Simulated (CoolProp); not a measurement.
Cyclohexane along the isotherm 346.85 °C: density (kg/m³) from the reference equation and from simpler models built on Tc = 280.5 °C, pc = 4.081 MPa, ω = 0.209; each cubic takes its own stable root.

Model: reference Helmholtz-energy equation of state, Zhou 2014, in CoolProp.

```csv
p (MPa),phase,reference
0.612,gas,10.37
1.22,gas,21.50
1.84,gas,33.89
2.45,gas,47.33
3.06,gas,62.31
3.67,gas,79.24
4.28,supercritical,98.70
4.9,supercritical,121.9
5.51,supercritical,149.2
6.12,supercritical,181.9
```

Q: How far does each simpler model (ideal gas, van der Waals, Redlich-Kwong, Soave-Redlich-Kwong, Peng-Robinson) lie from the reference over these 10 states: mean and median of the absolute difference, and the worst?

A: 
- ideal gas: mean 23.0 %, median 22.1 %, worst -45.1 % at 346.85 °C and 6.12 MPa
- van der Waals: mean 2.9 %, median 0.5 %, worst +12.4 % at 346.85 °C and 6.12 MPa
- Redlich-Kwong: mean 1.2 %, median 0.9 %, worst +2.7 % at 346.85 °C and 6.12 MPa
- Soave-Redlich-Kwong: mean 1.9 %, median 1.2 %, worst -6.0 % at 346.85 °C and 6.12 MPa
- Peng-Robinson: mean 1.3 %, median 1.4 %, worst +2.0 % at 346.85 °C and 4.28 MPa
